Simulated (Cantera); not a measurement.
A closed system holds: 1 mol Al, 0.44 mol H2O, 0.044 mol H2, held at 0.0100 bar.

Equilibrium computed with Cantera from the NASA thermochemical tables; the gas is ideal and each condensed phase is pure. Candidate condensed phases: Al, Al2O3, H2O; 19 gas species. Mutual solubility and eutectic melting of coexisting phases are not modelled. Kinetics and transport are ignored. All values below are at 1200 K.

Base state: H2 1.000 (mole fractions); condensed: Al(l) + Al2O3(s).

Question: What changes in the equilibrium state with this change: Al replaced by Al2O3?

Answer: 
| species | before | after |
|---|---|---|
| H2O | <1e-9 | 0.909 |
| H2 | 1.000 | 0.0909 |
| Al(l), mol | 0.707 | 0 |
| Al2O3(s), mol | 0.147 | 1.00 |
